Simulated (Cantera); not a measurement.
## Equilibrium for iron carbonyl, mercury and lead vapours: Pb + H2

Feed: 1 mol Pb, 0.11 mol H2, held at 1548.15 K and 0.133 bar.

Cantera equilibrium calculation (NASA polynomials, part measured and part estimated; ideal gas, pure solids and liquids). Candidate condensed phases: Pb; 4 gas species. Kinetics and transport are ignored.

```yaml
x(H2): 0.711
x(Pb): 0.289
x(Pb2): 0.000163
x(H): 7.12e-5
n(Pb(l)): 0.955 mol
gas_amount: 0.1547 mol
```
